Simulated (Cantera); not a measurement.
Input (Python, Cantera) and output of one run.

```python
import numpy as np
import cantera as ct

gas_names = """
    H HNO HNO2 HNO3 HO2 H2 H2O H2O2 N NH NH2 NH3 NH2OH NO NO2 NO3 N2 N2H2 N2H4 N2O O OH O2 O3 Zr ZrN ZrO
    ZrO2
""".split()
cond_names = """
    H2O(s) H2O(L) Zr(a) Zr(b) Zr(L) ZrN(s) ZrN(L) ZrO2(a) ZrO2(b) ZrO2(L)
""".split()


# ... load() reads the species with a 1 bar reference pressure and builds the phases ...
atoms = {
    'Zr': {'Zr': 1},
    'N2O': {'N': 2, 'O': 1},
    'H2': {'H': 2},
    'H2O': {'H': 2, 'O': 1},
}
top_T = {}  # K; cautious upper limits of use, not melting points


# ... equilibrate(T, P, feed) seeds the gas with the atoms and calls Mixture.equilibrate('TP', solver="vcs", rtol=1e-11, max_steps=5000) ...
results = []
feed = {'Zr': 1, 'N2O': 0.68, 'H2': 4.6, 'H2O': 0.053}  # mol
P = 100000  # Pa
for T in [1473, 1498, 1523, 1548, 1573, 1598, 1623]:
    mix = equilibrate(T, P, feed)
    results.append((T, P, feed, dict(zip(mix.species_names, mix.species_moles))))

top = {s: max(r[3][s] / sum(r[3][g] for g in gas_names) for r in results) for s in gas_names}
cols = sorted((s for s in top if top[s] > 0.0001), key=lambda s: -top[s])[:8]
seen = [c for c in cond_names if any(r[3].get(c, 0) > 1e-12 for r in results)]
print("log10 of partial pressures in bar; condensed amounts in mol")
print(f"{'T/K':>10s}" + "".join(f"{s[:9]:>10s}" for s in cols + seen))
for T, P, feed, n in results:
    ng = sum(n[g] for g in gas_names)
    print(f"{T:10.4g}" + "".join(f"{np.log10(max(n[s] / ng * P / 1e5, 1e-99)):10.3f}" for s in cols)
          + "".join(f"{n.get(c, 0):10.4g}" for c in seen))
```

Output:

```
log10 of partial pressures in bar; condensed amounts in mol
       T/K        H2        N2    ZrN(s)   ZrO2(a)   ZrO2(b)
      1473    -0.033    -1.140    0.6335    0.3665         0
      1498    -0.033    -1.140    0.6335         0    0.3665
      1523    -0.033    -1.140    0.6335         0    0.3665
      1548    -0.033    -1.140    0.6335         0    0.3665
      1573    -0.033    -1.140    0.6336         0    0.3664
      1598    -0.033    -1.140    0.6336         0    0.3664
      1623    -0.033    -1.140    0.6336         0    0.3664
```

Equilibrium computed with Cantera from the NASA thermochemical tables; the gas is ideal and each condensed phase is pure. Mutual solubility and eutectic melting of coexisting phases are not modelled. ZrN: taken at fixed stoichiometry. Condensed phases not in the tables: solid solutions among these carbides, nitrides and lower oxides.
